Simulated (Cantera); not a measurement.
Mixture: 5.56 % C3H8, 19.9 % O2, 74.6 % N2, equivalence ratio 1.4, at 4.93 atm, adiabatic and at constant volume. Ignition delay is the time to a rise of 400 K.

Computed with Cantera and GRI-Mech 3.0 (53 species, 325 reactions). GRI-Mech 3.0 was tuned for natural gas; its chemistry of propane as a main component is partial and can be far from experiment.

**Question.** Predict: delay at 1073 K; delay at 1123 K; delay at 1173 K; delay at 1223 K; delay at 1273 K; delay at 1323 K; delay at 1373 K; apparent activation energy between 1273 and 1373 K.

**Answer.** 
| Quantity | Value |
|---|---|
| delay at 1073 K | 33.5 ms |
| delay at 1123 K | 12.0 ms |
| delay at 1173 K | 4.38 ms |
| delay at 1223 K | 1.66 ms |
| delay at 1273 K | 0.663 ms |
| delay at 1323 K | 0.285 ms |
| delay at 1373 K | 0.133 ms |
| apparent activation energy between 1273 and 1373 K | 230 kJ/mol |
